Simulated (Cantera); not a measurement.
**Ignition delay**

Mixture: 32.3 % CO, 1.29 % H2, 10.5 % O2, 52.3 % N2, 3.55 % CO2, equivalence ratio 1.6, at 1.00 atm, adiabatic and at constant volume. Ignition delay is the time to a rise of 400 K.

Computed with Cantera and GRI-Mech 3.0 (53 species, 325 reactions). Where the delays flatten at high temperature, the 400 K rule measures the pace of heat release, not the induction time.

```tsv
T0 (K)	delay (ms)
1323	0.118
1398	0.102
1473	0.0920
1548	0.0869
1623	0.0851
```
